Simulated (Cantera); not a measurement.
Feed: 1 mol Al2O3, 0.79 mol H2, at 2275 °C and 0.133 bar.

Cantera equilibrium calculation (NASA polynomials, part measured and part estimated; ideal gas, pure solids and liquids). Candidate condensed phases: Al, Al2O3, H2O; 19 gas species. The tables' values for AlOH are old estimates; treat these amounts as uncertain. Kinetics and transport are ignored.

Base state: H2 0.903, H 0.0805, H2O 0.00985, Al 0.00371, Al2O 0.00193, AlOH 0.000684, OH 0.000192, AlO 0.000163 (mole fractions); condensed: Al2O3(l).

Task: What changes in the equilibrium state with this change: Al2O3 replaced by TiO2?

Result: 
```json
[
 {"species": "H2", "before": "0.903", "after": "0.628"},
 {"species": "H2O", "before": "0.00985", "after": "0.296"},
 {"species": "H", "before": "0.0805", "after": "0.0671"},
 {"species": "Al", "before": "0.00371", "after": "0"},
 {"species": "TiO2", "before": "0", "after": "0.00115"},
 {"species": "Al2O", "before": "0.00193", "after": "0"},
 {"species": "AlOH", "before": "0.000684", "after": "0"},
 {"species": "Al2O3(l), mol", "before": "0.996", "after": "0"},
 {"species": "Ti4O7(l), mol", "before": "0", "after": "0.250"}
]
```
Condensed phases not in the tables: Magnéli phases beyond Ti4O7. Further candidate phases: Ti, TiO, TiO2, Ti2O3, Ti3O5, Ti4O7.

Task: What changes in the equilibrium state with this change: temperature from 2275 °C to 1325 °C?

Result: 
| species | before | after |
|---|---|---|
| H2 | 0.903 | 1.000 |
| H | 0.0805 | 0.000146 |
| H2O | 0.00985 | 2.01e-6 |
| Al | 0.00371 | 8.98e-7 |
| OH | 0.000192 | <1e-9 |
| AlO | 0.000163 | <1e-9 |
| AlO2H | 2.75e-5 | <1e-9 |
| Al2O | 0.00193 | 1.11e-7 |
| AlOH | 0.000684 | 5.55e-8 |
| Al2O3(l), mol | 0.996 | 0 |
| Al2O3(s), mol | 0 | 1.000 |
